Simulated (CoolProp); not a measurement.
A closed Brayton cycle with dry air: compressor inlet 306.15 K and 1 MPa, high pressure 1.82 MPa, turbine inlet 965 K, compressor efficiency 0.8, turbine efficiency 0.93, recuperator effectiveness 0.95 (on enthalpy, no pinch check). Each further row changes one setting.

The numbers come from the reference Helmholtz-energy equation of state, Lemmon 2000 in CoolProp. It is a pseudo-pure fit of the blend.

| case | thermal efficiency (%) | net work (kJ/kg) | compressor to turbine work | compressor exit (K) | turbine exit (K) |
|---|---|---|---|---|---|
| as stated | 42.6 | 72.0 | 0.50 | 377.6 | 837.3 |
| turbine inlet 915 K | 40.5 | 64.4 | 0.53 | 377.6 | 792.9 |
| compressor inlet 316.15 K | 41.3 | 69.6 | 0.52 | 389.8 | 837.3 |
| high pressure 1.55 MPa | 41.4 | 56.0 | 0.48 | 357.2 | 870.0 |
| recuperator effectiveness 0.5 | 18.5 | 72.0 | 0.50 | 377.6 | 837.3 |
